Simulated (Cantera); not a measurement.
An adiabatic, constant-pressure homogeneous reactor starts with CO : H2 : O2 : N2 = 1 : 0.24 : 1.51 : 13.8 (molar parts), at 1000 K and 0.987 atm.

Computed with Cantera and GRI-Mech 3.0 (53 species, 325 reactions).

### Question
Predict: time of steepest temperature rise; temperature at 0.200 s; equilibrium temperature; x(CO) at 0.200 s; x(H2) at 0.200 s; x(O2) at 0.200 s; x(H2O2) at 0.200 s; x(N2O) at 0.200 s; x(HO2) at 0.200 s.

### Answer
```
Item                                                                 Value
---------------------------------  ---------------------------------------
time of steepest temperature rise                                  1.24 ms
temperature at 0.200 s                                              1600 K
equilibrium temperature                                             1598 K
x(CO) at 0.200 s                   5.35e-6 (gas-phase equilibrium 5.19e-6)
x(H2) at 0.200 s                   4.26e-7 (gas-phase equilibrium 4.16e-7)
x(O2) at 0.200 s                     0.0559 (gas-phase equilibrium 0.0553)
x(H2O2) at 0.200 s                 1.27e-9 (gas-phase equilibrium 1.25e-9)
x(N2O) at 0.200 s                  6.55e-8 (gas-phase equilibrium 6.48e-8)
x(HO2) at 0.200 s                  5.45e-8 (gas-phase equilibrium 5.33e-8)
```
